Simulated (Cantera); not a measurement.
Input: 1 mol Cu, 0.1 mol NH3, 4.5 mol H2, at 1200 °C and 66.0 Pa.

Equilibrium computed with Cantera from the NASA thermochemical tables; the gas is ideal and each condensed phase is pure. Candidate condensed phases: Cu; 11 gas species. The numbers say what is thermodynamically allowed, not how fast it happens.

What is the equilibrium state?


```
Item           Result
----------  ---------
x(H2)           0.981
x(N2)          0.0106
x(Cu)         0.00784
x(H)         0.000488
x(Cu2)        2.57e-6
n(Cu(l))    0.963 mol
gas amount  4.738 mol
```
